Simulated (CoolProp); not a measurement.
Saturation properties of methane.

The numbers come from the reference Helmholtz-energy equation of state, Setzmann 1991 in CoolProp.

```tsv
T (K)	p (MPa)	liquid density (kg/m³)	enthalpy of vaporisation (kJ/kg)	vapour viscosity (µPa s)	liquid conductivity (mW/(m K))
104.9	0.05585	432.1	522.6	3.97	193
107.4	0.07025	428.5	518.4	4.07	190
109.9	0.08738	424.9	514.0	4.18	186
112.4	0.1076	421.3	509.5	4.28	183
114.9	0.1312	[?]	504.8	4.38	[?]
117.4	0.1586	413.9	499.9	4.48	176
119.9	0.1901	410.1	494.8	4.58	172
122.4	0.2261	406.2	489.5	4.68	169
124.9	0.2670	402.3	484.0	4.78	165
127.4	0.3132	398.3	478.3	4.88	162
129.8	0.3629	394.4	472.5	4.98	158
132.3	0.4207	390.2	466.3	5.08	155
134.8	0.4849	386.0	459.7	5.19	151
137.3	[?]	381.7	452.9	5.29	147
139.8	0.6346	377.2	445.7	5.40	[?]
```

**Question.** What belongs in the gaps?

**Answer.** 
- 114.9, liquid density (kg/m³): 417.6
- 114.9, liquid conductivity (mW/(m K)): 179
- 137.3, p (MPa): 0.5561
- 139.8, liquid conductivity (mW/(m K)): 144

It boils at 111.7 K under 1 atm.

Viscosity comes from a separate model (Quiñones-Cisneros 2006). Thermal conductivity comes from a separate model (Friend 1989).
